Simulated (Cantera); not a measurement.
Stirred combustor or abatement burner

A perfectly stirred reactor is fed with CH₄ : C₂H₆ : C₃H₈ : O₂ : N₂ = 1 : 0.053 : 0.27 : 6.55 : 24.6 (molar parts), at 2.90 bar; it is adiabatic with a 675 K inlet, and is followed from long to short residence time, starting on the burning branch (τ in s: 0.13, 0.035, 0.0095, 0.0026, 0.00071, 0.00019, 5.3e-05, 1.5e-05, 4e-06).

Detailed kinetics in Cantera: GRI-Mech 3.0 (53 species, 325 reactions). GRI-Mech 3.0 was tuned for natural gas; its chemistry of propane as a main component is partial and can be far from experiment.

```
τ (s)    T (K)     x CH₄   x C₂H₆   x C₃H₈   x C₂H₄   x CO₂    x CH₂       x H
-------  -----  --------  -------  -------  -------  ------  -------  --------
0.13      1870   2.28e-6  2.31e-8  1.07e-7  6.00e-7  0.0583  8.22e-9   3.43e-6
0.035     1867   6.09e-6  6.84e-8  3.31e-7  1.63e-6  0.0581  2.84e-8   8.13e-6
0.0095    1860   1.46e-5  1.81e-7  9.13e-7  3.84e-6  0.0577  9.13e-8   2.45e-5
0.0026    1847   3.40e-5  4.51e-7  2.31e-6  8.34e-6  0.0566  2.71e-7   7.84e-5
0.00071   1817   8.25e-5  1.13e-6  5.68e-6  1.75e-5  0.0540  7.50e-7  0.000239
0.00019   1754  0.000238  3.26e-6  1.58e-5  4.06e-5  0.0478  2.00e-6  0.000619
5.3e-5     675    0.0308  0.00163  0.00831   <1e-12  <1e-12   <1e-12    <1e-12
1.5e-5     675    0.0308  0.00163  0.00831   <1e-12  <1e-12   <1e-12    <1e-12
4.0e-6     675    0.0308  0.00163  0.00831   <1e-12  <1e-12   <1e-12    <1e-12
```
x: mole fraction; the columns are a selection and need not sum to one.
